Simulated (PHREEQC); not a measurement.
Solution (25 °C): 0.011 mol/kgw Al2(SO4)3 and 0.23 mol/kgw HCl. Closed to the air; pH follows from the charge balance.

The numbers come from PHREEQC with the ion-association model, phreeqc.dat.

**Question.** The ionic strength comes out as 0.307 mol/kgw. What activity coefficients do AlHSO4+2, Al+3, Cl-, Al(SO4)2-, SO4-2 get?

**Answer.** AlHSO4+2 0.29, Al+3 0.11, Cl- 0.68, Al(SO4)2- 0.70, SO4-2 0.25.

This is a speciation only: nothing precipitates in the calculation. Complexes and solids missing from the database can't appear.
